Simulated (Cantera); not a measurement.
## Catalytic combustion on Pt

An isothermal plug-flow reactor at 625 K and 1.00 atm (inlet), inlet velocity 0.92 m/s, active area per volume 7600 1/m; feed CO : O₂ : N₂ : H₂O = 0.0032 : 0.022 : 0.79 : 0.033 (molar parts).

Cantera simulation using Deutschmann's 1995 Pt surface mechanism with GRI-Mech 3.0 gas chemistry; the numbers are that mechanism's predictions, not measurements. Catalytic surfaces can have several steady states; this one follows from the mechanism file's or the stated starting coverage. Mass transfer to the wall is taken as infinitely fast.

```csv
z (m),x CO,x O₂,x H₂O,x CO₂,θ free Pt,θ O*,θ OH*,θ CO*
0.00026,0.00298,0.0256,0.0389,0.000792,0.0317,0.0208,0.00176,0.946
0.00047,0.00152,0.0248,0.0389,0.00226,0.0227,0.957,0.0101,0.0102
0.00083,0.00136,0.0248,0.0390,0.00241,0.00854,0.984,0.00630,0.00126
0.0015,0.00125,0.0247,0.0390,0.00253,0.00672,0.987,0.00560,0.000712
0.0026,0.00113,0.0246,0.0390,0.00265,0.00572,0.989,0.00517,0.000466
0.0047,0.000980,0.0246,0.0390,0.00280,0.00494,0.990,0.00481,0.000301
0.0083,0.000815,0.0245,0.0390,0.00296,0.00437,0.991,0.00452,0.000195
0.015,0.000622,0.0244,0.0390,0.00316,0.00390,0.992,0.00427,0.000119
0.026,0.000432,0.0243,0.0390,0.00335,0.00356,0.992,0.00408,6.88e-5
```
x: gas mole fraction; θ: surface coverage.
